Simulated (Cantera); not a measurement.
Cantera run:

```python
import numpy as np
import cantera as ct

gas_names = """
    H HO2 H2 H2O H2O2 H2S H2SO4 Mg MgH MgO MgOH MgO2H2 MgS Mg2 O OH O2 O3 S SH SO SO2 SO3 S2 S2O S8
""".split()
cond_names = """
    H2O(s) H2O(L) H2SO4(L) Mg(cr) Mg(L) MgO(s) MgO(L) MgO2H2(s) MgS(s) MgSO4(s) MgSO4(L) S(cr1) S(cr2)
    S(L)
""".split()


# ... load() reads the species with a 1 bar reference pressure and builds the phases ...
atoms = {
    'MgO': {'Mg': 1, 'O': 1},
    'H2S': {'H': 2, 'S': 1},
    'H2O': {'H': 2, 'O': 1},
}
top_T = {'MgS(s)': 2250}  # K; cautious upper limits of use, not melting points


# ... equilibrate(T, P, feed) seeds the gas with the atoms and calls Mixture.equilibrate('TP', solver="vcs", rtol=1e-11, max_steps=5000) ...
results = []
feed = {'MgO': 1, 'H2S': 1.3, 'H2O': 3.3}  # mol
P = 1000  # Pa
for T in [773, 823, 873, 923, 973, 1023, 1073, 1123, 1173, 1223, 1273, 1323]:
    mix = equilibrate(T, P, feed)
    results.append((T, P, feed, dict(zip(mix.species_names, mix.species_moles))))
    x = sorted(zip(gas.X, gas.species_names), reverse=True)
    print(f"T = {T:g} K  P = {P:g} Pa  gas = {mix.phase_moles(0):.4g} mol")
    print("   x: " + "  ".join(f"{s} {v:.3e}" for v, s in x if v > 0.0001))
    print("   condensed (mol): " + ("  ".join(f"{mix.phase(i).name} {mix.phase_moles(i):.4g}"
          for i in range(1, mix.n_phases) if mix.phase_moles(i) > 1e-12) or "none"))
```

It prints:

```
T = 773 K  P = 1000 Pa  gas = 4.626 mol
   x: H2O 7.129e-01  H2S 2.700e-01  H2 1.151e-02  S2 5.388e-03  SO2 2.389e-04
   condensed (mol): MgO(s) 1
T = 823 K  P = 1000 Pa  gas = 4.645 mol
   x: H2O 7.097e-01  H2S 2.609e-01  H2 1.968e-02  S2 9.273e-03  SO2 3.664e-04
   condensed (mol): MgO(s) 1
T = 873 K  P = 1000 Pa  gas = 4.672 mol
   x: H2O 7.053e-01  H2S 2.481e-01  H2 3.128e-02  S2 1.479e-02  SO2 5.446e-04
   condensed (mol): MgO(s) 1
T = 923 K  P = 1000 Pa  gas = 4.708 mol
   x: H2O 6.994e-01  H2S 2.312e-01  H2 4.657e-02  S2 2.205e-02  SO2 7.926e-04
   condensed (mol): MgO(s) 1
T = 973 K  P = 1000 Pa  gas = 4.752 mol
   x: H2O 6.920e-01  H2S 2.105e-01  H2 6.534e-02  S2 3.088e-02  SO2 1.138e-03
   condensed (mol): MgO(s) 1
T = 1023 K  P = 1000 Pa  gas = 4.805 mol
   x: H2O 6.835e-01  H2S 1.870e-01  H2 8.685e-02  S2 4.087e-02  SO2 1.624e-03
   condensed (mol): MgO(s) 1
T = 1073 K  P = 1000 Pa  gas = 4.862 mol
   x: H2O 6.741e-01  H2S 1.621e-01  H2 1.100e-01  S2 5.135e-02  SO2 2.307e-03  SH 1.134e-04
   condensed (mol): MgO(s) 1
T = 1123 K  P = 1000 Pa  gas = 4.92 mol
   x: H2O 6.640e-01  H2S 1.373e-01  H2 1.335e-01  S2 6.156e-02  SO2 3.268e-03  SH 1.984e-04  S2O 1.238e-04
   condensed (mol): MgO(s) 1
T = 1173 K  P = 1000 Pa  gas = 4.977 mol
   x: H2O 6.536e-01  H2 1.562e-01  H2S 1.142e-01  S2 7.083e-02  SO2 4.606e-03  SH 3.234e-04  S2O 1.604e-04
   condensed (mol): MgO(s) 1
T = 1223 K  P = 1000 Pa  gas = 5.031 mol
   x: H2O 6.428e-01  H2 1.777e-01  H2S 9.369e-02  S2 7.863e-02  SO2 6.431e-03  SH 4.965e-04  S2O 2.017e-04  SO 1.273e-04
   condensed (mol): MgO(s) 1
T = 1273 K  P = 1000 Pa  gas = 5.079 mol
   x: H2O 6.315e-01  H2 1.975e-01  S2 8.469e-02  H2S 7.624e-02  SO2 8.844e-03  SH 7.242e-04  S2O 2.465e-04  SO 2.431e-04
   condensed (mol): MgO(s) 1
T = 1323 K  P = 1000 Pa  gas = 5.123 mol
   x: H2O 6.195e-01  H2 2.160e-01  S2 8.896e-02  H2S 6.185e-02  SO2 1.192e-02  SH 1.012e-03  SO 4.408e-04  S2O 2.929e-04
   condensed (mol): MgO(s) 1
```

Equilibrium computed with Cantera from the NASA thermochemical tables; the gas is ideal and each condensed phase is pure. Gases not in the tables: S3 to S7.
